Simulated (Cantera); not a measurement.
Charge: 1 mol CH3F, 0.11 mol CH4, at 7.50 Torr.

Cantera equilibrium calculation (NASA polynomials, part measured and part estimated; ideal gas, pure solids and liquids). Candidate condensed phases: C, C6H6, C7H8, C8H18; 95 gas species. Equilibrium is a limit: real reactors are often held back by kinetics, nucleation or transport.

log p: log10 of the partial pressure in bar; n: condensed amount in mol.

```
T (K)  log p H  log p HF  log p H2  log p C3  log p F  log p C  log p C2  n C(graphite)
-----  -------  --------  --------  --------  -------  -------  --------  -------------
2673     -2.54     -2.42     -2.50     -5.21    -4.95    -5.81     -6.23           1.06
2773       ___     -2.44       ___       ___      ___      ___       ___           1.04
2873     -2.34     -2.47     -2.73     -4.12    -4.40    -4.84     -5.12          0.969
2973     -2.29     -2.51     -2.90     -3.63    -4.13    -4.41     -4.63          0.774
3073     -2.27     -2.57     -3.12     -3.18    -3.87    -4.00     -4.16          0.190
3173     -2.24       ___       ___     -3.12      ___      ___       ___              0
3273     -2.22     -2.68     -3.51     -3.17    -3.40    -3.53     -3.87              0
3373     -2.21     -2.76     -3.71     -3.24    -3.21    -3.35     -3.78              0
```

Task: Fill in the missing entries.

Result: 
- 2773, log p H: -2.43
- 2773, log p H2: -2.60
- 2773, log p C3: -4.65
- 2773, log p F: -4.67
- 2773, log p C: -5.31
- 2773, log p C2: -5.66
- 3173, log p HF: -2.62
- 3173, log p H2: -3.32
- 3173, log p F: -3.62
- 3173, log p C: -3.74
- 3173, log p C2: -3.98
